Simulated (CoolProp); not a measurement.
A Linde-Hampson liquefier for methane: isothermal reversible compression at 280 K from 1 atm to 5 MPa, throttling to 1 atm, return gas leaving the recuperator 10 K below the feed. Each further row changes one setting.

Model: reference Helmholtz-energy equation of state, Setzmann 1991, in CoolProp.

```tsv
case	liquid yield per pass	compression work (kJ/kg of gas)
as stated	0.041	551
high pressure 10 MPa	0.112	?
warm-end temperature 310 K	?	?
warm-end gap 15 K	0.028	551
```

Question: Fill in the missing entries.

Answer: 
- high pressure 10 MPa, compression work (kJ/kg of gas): 636
- warm-end temperature 310 K, liquid yield per pass: 0.025
- warm-end temperature 310 K, compression work (kJ/kg of gas): 615
